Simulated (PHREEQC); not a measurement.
Consider water at 25 °C with 0.04 mol HBr, 0.12 mol NaCl and 0.00052 mol MnSO4 per kg of water. Closed to the air; pH follows from the charge balance.

Equilibrium calculation in PHREEQC: ion-association model, phreeqc.dat.

Precipitation was switched off in this run.

Order these Mn species by the share of Mn that they hold, largest first: MnCl+, MnSO4, Mn+2, MnCl2.

Mn+2 (85 %), MnCl+ (14 %), MnCl2 (0.39 %), MnSO4 (0.33 %)

Order these S species by the share of S that they hold, largest first: HSO4-, SO4-2, MnSO4, NaSO4-.

HSO4- (52 %), SO4-2 (40 %), NaSO4- (7.6 %), MnSO4 (0.33 %)

The pH is 1.50 and the ionic strength 0.161 mol/kgw. Species that the database lacks are ignored.
